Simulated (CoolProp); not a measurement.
Vapour pressure (MPa) of cis-2-butene: the reference equation beside estimates from Tc = 435.8 K, pc = 4.236 MPa, ω = 0.202.

The numbers come from the reference Helmholtz-energy equation of state, Lemmon 2005 in CoolProp. It is a short technical equation, of lower accuracy than the large ones.

| T (K) | reference | van der Waals | Soave-Redlich-Kwong | Peng-Robinson |
|---|---|---|---|---|
| 246.4 | 0.02674 | 0.2591 | 0.02653 | 0.02747 |
| 266.5 | ___ | 0.4106 | 0.06659 | ___ |
| 286.6 | 0.1448 | 0.6131 | 0.1445 | ___ |
| 306.7 | 0.2790 | 0.8732 | 0.2797 | ___ |
| 326.9 | ___ | 1.198 | 0.4966 | 0.4922 |
| 347 | 0.8090 | 1.590 | 0.8186 | 0.8090 |
| 367.1 | 1.254 | 2.054 | ___ | 1.258 |
| 387.2 | ___ | 2.595 | 1.891 | 1.870 |
| 407.3 | 2.659 | 3.215 | 2.701 | 2.680 |

Task: What belongs in the gaps?

Result: 
- 266.5, reference: 0.06699
- 266.5, Peng-Robinson: 0.06775
- 286.6, Peng-Robinson: 0.1451
- 306.7, Peng-Robinson: 0.2787
- 326.9, reference: 0.4930
- 367.1, Soave-Redlich-Kwong: 1.274
- 387.2, reference: 1.859

Absolute difference from the reference over all 9 rows, mean and median: van der Waals 253.6 and 143.0 %, Soave-Redlich-Kwong 1.0 and 0.8 %, Peng-Robinson 0.7 and 0.3 %.
